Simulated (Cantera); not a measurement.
Adiabatic ignition

An adiabatic, constant-pressure homogeneous reactor starts with 9.15 % CH4, 0.311 % CO, 19.0 % O2, 71.5 % N2, equivalence ratio 0.97, at 1700 K and 1.00 bar.

Cantera simulation using GRI-Mech 3.0 (53 species, 325 reactions); the numbers are that mechanism's predictions, not measurements.

```json
[
 {"t (s)": "6.00e-6", "T (K)": "1700", "x CH4": "0.0914", "x CO": "0.00311", "x O2": "0.190", "x H2": "3.75e-6", "x HO2": "3.24e-6", "x HCO": "4.51e-11", "x OH": "2.86e-7"},
 {"t (s)": "1.83e-5", "T (K)": "1700", "x CH4": "0.0914", "x CO": "0.00311", "x O2": "0.190", "x H2": "1.36e-5", "x HO2": "8.52e-6", "x HCO": "6.35e-10", "x OH": "6.20e-7"},
 {"t (s)": "5.61e-5", "T (K)": "1700", "x CH4": "0.0910", "x CO": "0.00311", "x O2": "0.190", "x H2": "7.68e-5", "x HO2": "1.76e-5", "x HCO": "1.83e-8", "x OH": "2.36e-6"},
 {"t (s)": "0.000171", "T (K)": "1737", "x CH4": "0.0797", "x CO": "0.00575", "x O2": "0.182", "x H2": "0.00377", "x HO2": "0.000167", "x HCO": "4.86e-6", "x OH": "6.37e-5"},
 {"t (s)": "0.000524", "T (K)": "2794", "x CH4": "<1e-12", "x CO": "0.0441", "x O2": "0.0280", "x H2": "0.0190", "x HO2": "7.25e-6", "x HCO": "4.86e-8", "x OH": "0.0242"},
 {"t (s)": "0.00160", "T (K)": "2799", "x CH4": "<1e-12", "x CO": "0.0439", "x O2": "0.0255", "x H2": "0.0189", "x HO2": "6.91e-6", "x HCO": "4.75e-8", "x OH": "0.0232"},
 {"t (s)": "0.00490", "T (K)": "2795", "x CH4": "<1e-12", "x CO": "0.0441", "x O2": "0.0243", "x H2": "0.0191", "x HO2": "6.62e-6", "x HCO": "4.74e-8", "x OH": "0.0227"},
 {"t (s)": "0.0150", "T (K)": "2795", "x CH4": "<1e-12", "x CO": "0.0441", "x O2": "0.0243", "x H2": "0.0191", "x HO2": "6.62e-6", "x HCO": "4.74e-8", "x OH": "0.0226"},
 {"t (s)": "0.0458", "T (K)": "2795", "x CH4": "<1e-12", "x CO": "0.0441", "x O2": "0.0243", "x H2": "0.0191", "x HO2": "6.62e-6", "x HCO": "4.74e-8", "x OH": "0.0226"},
 {"t (s)": "0.140", "T (K)": "2795", "x CH4": "<1e-12", "x CO": "0.0441", "x O2": "0.0243", "x H2": "0.0191", "x HO2": "6.62e-6", "x HCO": "4.74e-8", "x OH": "0.0226"},
 {"t (s)": "0.428", "T (K)": "2795", "x CH4": "<1e-12", "x CO": "0.0441", "x O2": "0.0243", "x H2": "0.0191", "x HO2": "6.62e-6", "x HCO": "4.74e-8", "x OH": "0.0226"},
 {"t (s)": "1.31", "T (K)": "2795", "x CH4": "<1e-12", "x CO": "0.0441", "x O2": "0.0243", "x H2": "0.0191", "x HO2": "6.62e-6", "x HCO": "4.74e-8", "x OH": "0.0226"},
 {"t (s)": "4.00", "T (K)": "2795", "x CH4": "<1e-12", "x CO": "0.0441", "x O2": "0.0243", "x H2": "0.0191", "x HO2": "6.62e-6", "x HCO": "4.74e-8", "x OH": "0.0226"}
]
```
x: mole fraction; the columns are a selection and need not sum to one.

| Item | Result |
|---|---|
| time of steepest temperature rise | 0.217 ms |
| temperature at 4.00 s | 2795 K |
| equilibrium temperature | 2795 K |
| x(CH4) at 4.00 s | <1e-12 (gas-phase equilibrium <1e-12) |
| x(CO) at 4.00 s | 0.0441 (gas-phase equilibrium 0.0441) |
| x(O2) at 4.00 s | 0.0243 (gas-phase equilibrium 0.0243) |
